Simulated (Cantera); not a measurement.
A perfectly stirred reactor is fed with CH₄ : O₂ : N₂ = 1 : 2 : 7.52 (molar parts), equivalence ratio 1.0, at 480 Torr; it is adiabatic with a 673 K inlet, and is followed from long to short residence time, starting on the burning branch (τ in s: 0.37, 0.17, 0.074, 0.033, 0.015, 0.0066, 0.0029, 0.0013, 0.00058, 0.00026, 0.00012, 5.1e-05, 2.3e-05).

Computed with Cantera and GRI-Mech 3.0 (53 species, 325 reactions).

One state of this run: T (K) = 1963; x CH₄ = 0.000774; x O₂ = 0.0312; x HO₂ = 1.01e-5; x O = 0.00579; x HCO = 2.44e-5. x: mole fraction; the columns are a selection and need not sum to one.

Question: Which value of τ (s) does it belong to?
A. 5.1e-5
B. 0.015
C. 0.00012
D. 0.033

Answer: C, 0.00012
